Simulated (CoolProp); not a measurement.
A closed Brayton cycle with carbon dioxide: compressor inlet 321.15 K and 9.7 MPa, high pressure 33.3 MPa, turbine inlet 765 K, compressor efficiency 0.89, turbine efficiency 0.93, recuperator effectiveness 0.95 (on enthalpy, no pinch check). Each further row changes one setting.

The numbers come from the reference Helmholtz-energy equation of state, Span 1996 in CoolProp.

```json
[
 {"case": "as stated", "thermal efficiency (%)": "…", "net work (kJ/kg)": "99.3", "compressor to turbine work": "0.34", "compressor exit (K)": "397.5", "turbine exit (K)": "619.8"},
 {"case": "turbine inlet 715 K", "thermal efficiency (%)": "34.0", "net work (kJ/kg)": "87.1", "compressor to turbine work": "…", "compressor exit (K)": "397.5", "turbine exit (K)": "575.1"},
 {"case": "compressor inlet 331.15 K", "thermal efficiency (%)": "34.5", "net work (kJ/kg)": "87.1", "compressor to turbine work": "0.42", "compressor exit (K)": "427.5", "turbine exit (K)": "619.8"},
 {"case": "high pressure 28.3 MPa", "thermal efficiency (%)": "…", "net work (kJ/kg)": "…", "compressor to turbine work": "…", "compressor exit (K)": "…", "turbine exit (K)": "…"},
 {"case": "recuperator effectiveness 0.5", "thermal efficiency (%)": "25.5", "net work (kJ/kg)": "99.3", "compressor to turbine work": "0.34", "compressor exit (K)": "397.5", "turbine exit (K)": "619.8"}
]
```

Question: Complete the blanks.

Answer: 
- as stated, thermal efficiency (%): 36.7
- turbine inlet 715 K, compressor to turbine work: 0.37
- high pressure 28.3 MPa, thermal efficiency (%): 36.3
- high pressure 28.3 MPa, net work (kJ/kg): 90.5
- high pressure 28.3 MPa, compressor to turbine work: 0.32
- high pressure 28.3 MPa, compressor exit (K): 387.1
- high pressure 28.3 MPa, turbine exit (K): 638.3
